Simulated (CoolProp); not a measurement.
Vapour-liquid equilibrium of n-octane (1) + p-xylene (2) at 524.2 K; x and y are mole fractions of (1).

Model: multi-fluid Helmholtz-energy mixture model, Beckmüller 2019 and Zhou 2012; pair parameters Bell 2016, in CoolProp.

```csv
x,bubble pressure (kPa),y at the bubble point,dew pressure at overall composition x (kPa),liquid density (mol/L)
0.05,1031,0.066,1025,5.722
0.125,1065,0.158,1053,5.547
0.2,1096,0.243,1080,5.380
0.275,1124,0.322,1107,[?]
0.35,1150,[?],1134,5.067
0.425,1174,0.470,1159,4.919
0.5,[?],0.541,1183,4.778
0.575,1217,0.611,1206,4.642
0.65,1235,0.680,1227,4.512
0.725,1253,0.748,1247,4.387
0.8,1269,0.816,1265,[?]
0.875,1284,0.885,[?],4.151
0.95,1298,0.954,1298,4.039
```

### Question
Complete the blanks.

### Answer

- 0.275, liquid density (mol/L): 5.220
- 0.35, y at the bubble point: 0.398
- 0.5, bubble pressure (kPa): 1196
- 0.8, liquid density (mol/L): 4.267
- 0.875, dew pressure at overall composition x (kPa): 1282

No azeotrope shows between x = 0.05 and 0.95.

The pair parameters rest on a limited set of measurements; away from them the model extrapolates.
